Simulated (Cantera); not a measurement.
Mixture: 5.67 % CH₄, 25.2 % O₂, 65.7 % N₂, 3.46 % H₂O, equivalence ratio 0.45, at 10.0 bar, adiabatic and at constant volume. Ignition delay is the time to a rise of 400 K.

Detailed kinetics in Cantera: GRI-Mech 3.0 (53 species, 325 reactions).

Q: Predict: delay at 1148 K; delay at 1223 K; delay at 1298 K; delay at 1373 K; delay at 1448 K; delay at 1523 K; delay at 1598 K; apparent activation energy between 1448 and 1598 K.

A: 
| Quantity | Result |
|---|---|
| delay at 1148 K | 5.02 ms |
| delay at 1223 K | 1.90 ms |
| delay at 1298 K | 0.792 ms |
| delay at 1373 K | 0.356 ms |
| delay at 1448 K | 0.171 ms |
| delay at 1523 K | 86.6 µs |
| delay at 1598 K | 46.3 µs |
| apparent activation energy between 1448 and 1598 K | 170 kJ/mol |
